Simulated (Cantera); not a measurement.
A closed system holds: 1 mol AlCl3, 0.47 mol NH3, a varied amount of H2, equilibrated at 1223 K and 180 Torr.

Cantera equilibrium calculation (NASA polynomials, part measured and part estimated; ideal gas, pure solids and liquids). Candidate condensed phases: Al, AlCl3, AlN, NH4Cl; 20 gas species. The tables' values for AlCl2 are old estimates; treat these amounts as uncertain. Rates play no part.

Question: At 33 mol H2, list the 4 most abundant gas species with their mole fractions, and the condensed phases.

Answer: H2 0.948, HCl 0.0335, AlCl3 0.0174, N2 0.00115. Condensed: AlN(s).
